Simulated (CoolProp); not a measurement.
A simple Rankine cycle with R236EA: condensing at 311.15 K, boiler at 1.38 MPa, turbine inlet 382 K, turbine efficiency 0.75, pump efficiency 0.7, no recuperator. Each further row changes one setting.

Model: reference Helmholtz-energy equation of state, Rui 2013, in CoolProp.

```json
[
 {"case": "as stated", "thermal efficiency (%)": "8.9", "net work (kJ/kg)": "17.8", "heat in (kJ/kg)": "201", "turbine exit temperature (K)": "348.2", "volume ratio over the turbine": "4.78"},
 {"case": "turbine inlet 402 K", "thermal efficiency (%)": "8.7", "net work (kJ/kg)": "19.6", "heat in (kJ/kg)": "224", "turbine exit temperature (K)": "369.8", "volume ratio over the turbine": "4.61"},
 {"case": "condensing temperature 303.15 K", "thermal efficiency (%)": "10.0", "net work (kJ/kg)": "21.2", "heat in (kJ/kg)": "?", "turbine exit temperature (K)": "343.5", "volume ratio over the turbine": "6.20"},
 {"case": "boiler pressure 0.966 MPa", "thermal efficiency (%)": "?", "net work (kJ/kg)": "14.5", "heat in (kJ/kg)": "208", "turbine exit temperature (K)": "358.6", "volume ratio over the turbine": "3.16"},
 {"case": "turbine efficiency 0.65", "thermal efficiency (%)": "?", "net work (kJ/kg)": "15.3", "heat in (kJ/kg)": "201", "turbine exit temperature (K)": "?", "volume ratio over the turbine": "?"}
]
```

Question: Some entries are withheld; supply them.

Answer: 
- condensing temperature 303.15 K, heat in (kJ/kg): 211
- boiler pressure 0.966 MPa, thermal efficiency (%): 7.0
- turbine efficiency 0.65, thermal efficiency (%): 7.6
- turbine efficiency 0.65, turbine exit temperature (K): 350.8
- turbine efficiency 0.65, volume ratio over the turbine: 4.83
